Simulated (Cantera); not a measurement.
A Cantera script and its output.

```python
import numpy as np
import cantera as ct

gas = ct.Solution("gri30.yaml")


def delay(T, t_max=10):
    gas.TPX = T, 200000, {'CH4': 1, 'O2': 2.08, 'N2': 7.83}
    reactor = ct.IdealGasReactor(gas, clone=False)
    net = ct.ReactorNet([reactor])
    net.rtol, net.atol = 1e-8, 1e-16
    while net.time < t_max:
        t_old, T_old = net.time, reactor.T
        net.step()
        if reactor.T > T + 400:  # ignition: a rise of 400 K
            return t_old + (T + 400 - T_old) / (reactor.T - T_old) * (net.time - t_old)
    return np.nan


taus = []
for T in [1125, 1225, 1325, 1425, 1525, 1625, 1725, 1825]:
    taus.append(delay(T))
    print(f"T0 = {T:6g} K   tau = {taus[-1]:.4e} s")
```

Output:

```
T0 =   1125 K   tau = 6.8036e-02 s
T0 =   1225 K   tau = 1.6437e-02 s
T0 =   1325 K   tau = 4.5427e-03 s
T0 =   1425 K   tau = 1.4189e-03 s
T0 =   1525 K   tau = 5.0193e-04 s
T0 =   1625 K   tau = 2.0300e-04 s
T0 =   1725 K   tau = 9.3503e-05 s
T0 =   1825 K   tau = 4.8114e-05 s
```

Cantera simulation using GRI-Mech 3.0 (53 species, 325 reactions); the numbers are that mechanism's predictions, not measurements.
